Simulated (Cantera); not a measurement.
Charge: 1 mol Si₃H₈, 57 mol H₂, held at 1125 °C and 1 atm.

Method: chemical equilibrium by Gibbs-energy minimisation in Cantera with the NASA 1993 tables (ideal gas, pure condensed phases). Candidate condensed phases: Si; 9 gas species. The feed counts by its element totals alone. Rates play no part.

Base state: H₂ 1.000 (mole fractions); condensed: Si(s).

**Question.** What changes in the equilibrium state with this change: Si₃H₈ replaced by Si₂Cl₆?

**Answer.** 
| species | before | after |
|---|---|---|
| H₂ | 1.000 | 0.929 |
| HCl | 0 | 0.0525 |
| SiCl₂ | 0 | 0.00875 |
| SiHCl₃ | 0 | 0.00356 |
| SiCl₄ | 0 | 0.00287 |
| SiCl₃ | 0 | 0.00242 |
| Si(s), mol | 3.00 | 0.911 |
The tables' values for SiCl₃ are old estimates; treat these amounts as uncertain.
